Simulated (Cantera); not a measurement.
# Diamond growth

A diamond (100) surface in a fixed gas of H2 with x(CH4) = 0.0065, x(H) = 0.0066, x(CH3) = 0.00015, at 1225 K; coverages are run to steady state.

Cantera simulation using the Harris–Goodwin 1993 mechanism for the reconstructed diamond (100) surface; the numbers are that mechanism's predictions, not measurements.

```tsv
P (Pa)	growth (µm/h)	θ c6HH	θ c6H*	θ c6*H	θ c6**	θ c6HM
800	0.165	0.425	0.0410	0.500	0.0329	0.000257
1400	0.364	0.425	0.0410	0.500	0.0329	0.000435
2300	0.766	0.425	0.0410	0.500	0.0329	0.000679
4000	1.81	0.425	0.0410	0.499	0.0328	0.00108
6800	4.14	0.424	0.0410	0.499	0.0328	0.00161
12000	9.78	0.424	0.0410	0.498	0.0328	0.00230
20000	20.3	0.423	0.0411	0.497	0.0328	0.00297
34000	41.1	0.423	0.0412	0.497	0.0328	0.00363
```
θ: site fractions in the mechanism's names (c6HH fully hydrogenated, c6H* and c6*H radical sites, c6** diradical, c6HM methylated).
